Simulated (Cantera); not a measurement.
**C2H6 + CO2 + N2 + NH3 (carbon deposition, reforming and gasification)**

Charge: 1 mol C2H6, 0.16 mol CO2, 28 mol N2, 0.054 mol NH3, held at 21.0 Pa.

These are equilibrium values from Cantera (NASA tables, ideal gas, pure condensed phases), not measurements of a reactor. Candidate condensed phases: C, C6H6, C7H8, C8H18, H2O; 136 gas species. The numbers say what is thermodynamically allowed, not how fast it happens.

From 477 °C to 1827 °C the condensed part is C(graphite). The main C-bearing gas is CO throughout.

```json
[
 {"T (°C)": "477", "x N2": "0.892", "x H2": "0.0980", "x H": "6.84e-12", "x CO": "0.0101", "n C(graphite)": "1.84"},
 {"T (°C)": "627", "x N2": "0.892", "x H2": "0.0980", "x H": "2.53e-9", "x CO": "0.0102", "n C(graphite)": "1.84"},
 {"T (°C)": "777", "x N2": "0.892", "x H2": "0.0980", "x H": "1.75e-7", "x CO": "0.0102", "n C(graphite)": "1.84"},
 {"T (°C)": "927", "x N2": "0.892", "x H2": "0.0980", "x H": "4.26e-6", "x CO": "0.0102", "n C(graphite)": "1.84"},
 {"T (°C)": "1077", "x N2": "0.892", "x H2": "0.0980", "x H": "5.15e-5", "x CO": "0.0102", "n C(graphite)": "1.84"},
 {"T (°C)": "1227", "x N2": "0.891", "x H2": "0.0977", "x H": "0.000380", "x CO": "0.0102", "n C(graphite)": "1.83"},
 {"T (°C)": "1377", "x N2": "0.890", "x H2": "0.0965", "x H": "0.00195", "x CO": "0.0102", "n C(graphite)": "1.81"},
 {"T (°C)": "1527", "x N2": "0.888", "x H2": "0.0930", "x H": "0.00753", "x CO": "0.0101", "n C(graphite)": "1.78"},
 {"T (°C)": "1677", "x N2": "0.880", "x H2": "0.0837", "x H": "0.0229", "x CO": "0.0101", "n C(graphite)": "1.73"},
 {"T (°C)": "1827", "x N2": "0.864", "x H2": "0.0651", "x H": "0.0549", "x CO": "0.00990", "n C(graphite)": "1.65"}
]
```
x: gas mole fraction; n: condensed amount in mol.
